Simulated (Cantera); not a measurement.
Equilibrium for aluminium and copper etching: Al + I2 + N2

Feed: 1 mol Al, 2.8 mol I2, a varied amount of N2, held at 1198 K and 620 Pa.

These are equilibrium values from Cantera (NASA tables, ideal gas, pure condensed phases), not measurements of a reactor. Candidate condensed phases: Al, AlI3, AlN, I2; 10 gas species. Equilibrium is a limit: real reactors are often held back by kinetics, nucleation or transport.

```csv
n(N2) (mol),x N2,x I,x AlI3,x I2,x AlI,n AlN(s)
3.1,0.450,0.404,0.131,0.0153,7.58e-5,0.114
4.1,0.507,0.378,0.101,0.0134,6.69e-5,0.200
5.4,0.563,0.350,0.0758,0.0115,5.86e-5,0.292
7.1,0.618,0.318,0.0546,0.00951,5.09e-5,0.390
9.4,0.671,0.284,0.0372,0.00757,4.36e-5,0.492
12,0.715,0.253,0.0256,0.00602,3.77e-5,0.581
16,0.763,0.217,0.0156,0.00443,3.13e-5,0.679
21,0.803,0.184,0.00926,0.00318,2.58e-5,0.762
28,0.841,0.151,0.00504,0.00215,2.08e-5,0.834
37,0.873,0.123,0.00265,0.00142,1.66e-5,0.888
48,0.898,0.0997,0.00139,0.000934,1.32e-5,0.926
```
x: gas mole fraction; n: condensed amount in mol.

From 3.1 mol N2 to 48 mol N2 the condensed part is AlN(s). The main Al-bearing gas is AlI3 throughout. The share of Al in condensed phases is highest at 48 mol N2 (92.6 %) and lowest at 3.1 mol N2 (11.4 %).
